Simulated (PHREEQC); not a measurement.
Synthetic water in mg/L, 25 °C, pH 1.92, pe 9: Na 764; K 11.3; Ca 588; Mg 13.1; Cl 384; S(6) as SO4 5420; Fe(3) 2.77; Cd 3.82; Al 388; Zn 13.8; Li 9.

Na is adjusted to close the charge balance.
Valence states are taken as typed.

Computed with PHREEQC (ion-association model, phreeqc.dat).

Precipitation was switched off in this run.

What ionic strength does the model give?

ionic strength 0.109 mol/kgw.

In which forms is S present?

SO4-2 40 %, HSO4- 22 %, AlSO4+ 18 %, Al(SO4)2- 9.1 %, CaSO4 8.8 %, NaSO4- 1.4 % of the S.

Examples of supersaturated solids here: Hematite (slow to form), Goethite (slow to form). Others may be too. Complexes and solids missing from the database can't appear.
